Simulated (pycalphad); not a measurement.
CALPHAD calculation (pycalphad, COST 507 light-alloy database (1999)), 1 atm. The database dates from 1999; later assessments differ in places, in temperatures and in the compounds included. Kinetics are ignored, which matters at the lower temperatures.

**Question.** How does the equilibrium phase assembly of Al-0.47Si-9.15C (at.%) change on cooling from 1850 K to 530 K?

**Answer.** 
```csv
T (K),phases above,phases below
929.8,AL4C3 + LIQUID,AL4C3 + FCC_A1 + LIQUID
927.8,AL4C3 + FCC_A1 + LIQUID,AL4C3 + AL8SIC7 + FCC_A1
```
Changes were sought between steps of 40 K, so a narrower field can be missed. At the top of the range, 1850 K, the alloy is not yet fully liquid: it holds LIQUID + AL4C3.

Database names, with the compositions (at.%) that they take in these runs: AL4C3: Al 57 C 43; AL8SIC7: Al 50 C 44 Si 6. FCC_A1 is fcc.
